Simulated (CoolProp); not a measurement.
Vapour-liquid equilibrium of methanol (1) + water (2) at 295.6 K; x and y are mole fractions of (1).

The numbers come from the multi-fluid Helmholtz-energy mixture model, de Reuck 1993 and Wagner 2002; pair parameters Bell 2016 in CoolProp.

```
x      bubble pressure, mixture model (kPa)  bubble pressure, Raoult's law (kPa)  y, mixture model  y, Raoult's law
-----  ------------------------------------  -----------------------------------  ----------------  ---------------
0.05                                  3.918                                3.326             0.333            0.223
0.125                                 5.436                                4.236             0.553            0.438
0.2                                   6.701                                5.146             0.662            0.577
0.275                                 7.772                                6.056             0.729            0.675
0.35                                  8.695                                6.967             0.776            0.746
0.425                                 9.513                                7.877             0.811            0.802
0.5                                   10.26                                8.787             0.840            0.845
0.575                                 10.96                                9.697             0.866            0.881
0.65                                  11.63                                10.61             0.890            0.910
0.725                                 12.30                                11.52             0.912            0.935
0.8                                   12.97                                12.43             0.935            0.956
0.875                                 13.66                                13.34             0.958            0.975
0.95                                  14.37                                14.25             0.983            0.990
```

The largest gap from Raoult's law is +30.2 % in bubble pressure, at x = 0.2. No azeotrope shows between x = 0.05 and 0.95.

The pair parameters rest on a limited set of measurements; away from them the model extrapolates.
